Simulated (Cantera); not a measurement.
An adiabatic, constant-pressure homogeneous reactor starts with CH4 : C2H6 : O2 : N2 = 1 : 0.1 : 2.53 : 16.9 (molar parts), equivalence ratio 0.93, at 1750 K and 7500 Torr. Integrator tolerance rtol = 1e-08.

Detailed kinetics in Cantera: GRI-Mech 3.0 (53 species, 325 reactions).

Problem. What does this change do: pressure from 7500 Torr to 750 Torr?

Solution. 
| quantity | before | after |
|---|---|---|
| time of steepest temperature rise | 14.3 µs | 67.4 µs |
| temperature at 0.200 s | 2720 K | 2614 K |
| equilibrium temperature | 2720 K | 2614 K |
| x(CH4) at 0.200 s | <1e-12 (gas-phase equilibrium <1e-12) | <1e-12 (gas-phase equilibrium <1e-12) |
| x(C2H6) at 0.200 s | <1e-12 (gas-phase equilibrium <1e-12) | <1e-12 (gas-phase equilibrium <1e-12) |
| x(O2) at 0.200 s | 0.0117 (gas-phase equilibrium 0.0117) | 0.0153 (gas-phase equilibrium 0.0153) |
| x(CH3) at 0.200 s | <1e-12 (gas-phase equilibrium <1e-12) | <1e-12 (gas-phase equilibrium <1e-12) |
| x(H) at 0.200 s | 0.00134 (gas-phase equilibrium 0.00134) | 0.00361 (gas-phase equilibrium 0.00361) |
| x(C2H2) at 0.200 s | <1e-12 (gas-phase equilibrium <1e-12) | <1e-12 (gas-phase equilibrium <1e-12) |

Problem. What does this change do: C2H6 0.1 to 0.044 parts?

Solution. 
```
quantity                                                            before                                      after
---------------------------------  ---------------------------------------  -----------------------------------------
time of steepest temperature rise                                  14.3 µs                                    19.5 µs
temperature at 0.200 s                                              2720 K                                     2678 K
equilibrium temperature                                             2720 K                                     2678 K
x(CH4) at 0.200 s                    <1e-12 (gas-phase equilibrium <1e-12)      <1e-12 (gas-phase equilibrium <1e-12)
x(C2H6) at 0.200 s                   <1e-12 (gas-phase equilibrium <1e-12)      <1e-12 (gas-phase equilibrium <1e-12)
x(O2) at 0.200 s                     0.0117 (gas-phase equilibrium 0.0117)      0.0175 (gas-phase equilibrium 0.0175)
x(CH3) at 0.200 s                    <1e-12 (gas-phase equilibrium <1e-12)      <1e-12 (gas-phase equilibrium <1e-12)
x(H) at 0.200 s                    0.00134 (gas-phase equilibrium 0.00134)  0.000920 (gas-phase equilibrium 0.000920)
x(C2H2) at 0.200 s                   <1e-12 (gas-phase equilibrium <1e-12)      <1e-12 (gas-phase equilibrium <1e-12)
```

Problem. What does this change do: 0.68 parts CO2 added?

Solution. 
```csv
quantity,before,after
time of steepest temperature rise,14.3 µs,15.1 µs
temperature at 0.200 s,2720 K,2666 K
equilibrium temperature,2720 K,2666 K
x(CH4) at 0.200 s,<1e-12 (gas-phase equilibrium <1e-12),<1e-12 (gas-phase equilibrium <1e-12)
x(C2H6) at 0.200 s,<1e-12 (gas-phase equilibrium <1e-12),<1e-12 (gas-phase equilibrium <1e-12)
x(O2) at 0.200 s,0.0117 (gas-phase equilibrium 0.0117),0.0128 (gas-phase equilibrium 0.0128)
x(CH3) at 0.200 s,<1e-12 (gas-phase equilibrium <1e-12),<1e-12 (gas-phase equilibrium <1e-12)
x(H) at 0.200 s,0.00134 (gas-phase equilibrium 0.00134),0.000945 (gas-phase equilibrium 0.000945)
x(C2H2) at 0.200 s,<1e-12 (gas-phase equilibrium <1e-12),<1e-12 (gas-phase equilibrium <1e-12)
```
